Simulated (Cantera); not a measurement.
A freely propagating, adiabatic, planar premixed flame of 16.3 % CH₃OH, 17.4 % O₂, 65.6 % N₂, 0.635 % CO₂, equivalence ratio 1.4, unburnt at 475 K and 190000 Pa; mixture-averaged transport, grid criteria slope 0.08 and curve 0.16, no radiation.

Cantera simulation using GRI-Mech 3.0 (53 species, 325 reactions); the numbers are that mechanism's predictions, not measurements. GRI-Mech 3.0 was tuned for natural gas; its chemistry of methanol as a main component is partial and can be far from experiment. Burning velocities carry a grid error of a few per cent, more on coarse grids.

x: mole fraction of selected species; z is measured from the peak of heat release.

| z (mm) | T (K) | u (m/s) | x CH₃OH | x O₂ | x N₂O | x CH₄ | x CH₂ | x HO₂ |
|---|---|---|---|---|---|---|---|---|
| -0.430 | 475 | 0.888 | 0.162 | 0.173 | <1e-8 | 1.80e-7 | <1e-8 | [?] |
| -0.287 | 479 | 0.900 | 0.161 | 0.172 | <1e-8 | 1.30e-6 | <1e-8 | [?] |
| -0.215 | 493 | 0.934 | 0.159 | 0.170 | <1e-8 | 5.70e-6 | <1e-8 | [?] |
| -0.143 | 578 | 1.12 | 0.151 | 0.161 | <1e-8 | 3.14e-5 | <1e-8 | [?] |
| -0.0717 | 957 | 1.94 | 0.111 | 0.125 | 1.10e-8 | 0.000155 | <1e-8 | [?] |
| -0.0359 | 1323 | 2.79 | 0.0609 | 0.0877 | 2.60e-8 | 0.000289 | 2.51e-7 | [?] |
| 0 | 1691 | 3.70 | 0.00954 | 0.0491 | 4.69e-8 | 0.000409 | 1.37e-5 | [?] |
| 0.0359 | 1831 | 4.03 | 0.000155 | 0.0259 | 5.18e-8 | 0.000203 | 6.80e-6 | [?] |
| 0.0717 | 1881 | 4.13 | 8.12e-7 | 0.0129 | 4.87e-8 | 4.09e-5 | 1.09e-6 | [?] |
| 0.143 | 1937 | 4.22 | <1e-8 | 0.00425 | 3.92e-8 | 9.73e-7 | 3.62e-8 | [?] |
| 0.287 | 1993 | 4.32 | <1e-8 | 0.00179 | 2.99e-8 | <1e-8 | <1e-8 | [?] |
| 0.574 | 2046 | 4.42 | <1e-8 | 0.000915 | 2.24e-8 | <1e-8 | <1e-8 | [?] |
| 1.15 | 2087 | 4.50 | <1e-8 | 0.000385 | 1.54e-8 | <1e-8 | <1e-8 | [?] |

Problem. Complete the blanks.

Solution. 
- -0.430, x HO₂: 4.09e-7
- -0.287, x HO₂: 3.32e-6
- -0.215, x HO₂: 1.66e-5
- -0.143, x HO₂: 0.000117
- -0.0717, x HO₂: 0.000925
- -0.0359, x HO₂: 0.00248
- 0, x HO₂: 0.00167
- 0.0359, x HO₂: 6.50e-5
- 0.0717, x HO₂: 1.24e-5
- 0.143, x HO₂: 4.30e-6
- 0.287, x HO₂: 1.96e-6
- 0.574, x HO₂: 1.01e-6
- 1.15, x HO₂: 4.21e-7
